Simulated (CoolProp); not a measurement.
Vapour-liquid equilibrium of hydrogen sulfide (1) + n-butane (2) at 67.75 °C; x and y are mole fractions of (1).

Values from CoolProp's multi-fluid Helmholtz-energy mixture model, Lemmon 2006 and Bücker 2006; pair parameters Kunz 2012.

```
x     bubble pressure, mixture model (kPa)  bubble pressure, Raoult's law (kPa)  y, mixture model  y, Raoult's law
----  ------------------------------------  -----------------------------------  ----------------  ---------------
0.05                                  1037                                982.7             0.251            0.258
0.2                                   1806                                 1627             0.577            0.622
0.35                                  2500                                 2271             0.710            0.780
0.5                                      ?                                 2915             0.789            0.868
0.65                                     ?                                 3559             0.850            0.924
0.8                                   4306                                 4203                 ?            0.963
0.95                                  4874                                 4847             0.973            0.992
```

Task: Complete the blanks.

Result: 
- 0.5, bubble pressure, mixture model (kPa): 3132
- 0.65, bubble pressure, mixture model (kPa): 3728
- 0.8, y, mixture model: 0.907

The largest gap from Raoult's law is +11.0 % in bubble pressure, at x = 0.2. No azeotrope shows between x = 0.05 and 0.95.

Pair parameters are fitted to limited data, so mixtures are less certain than the pure fluids.
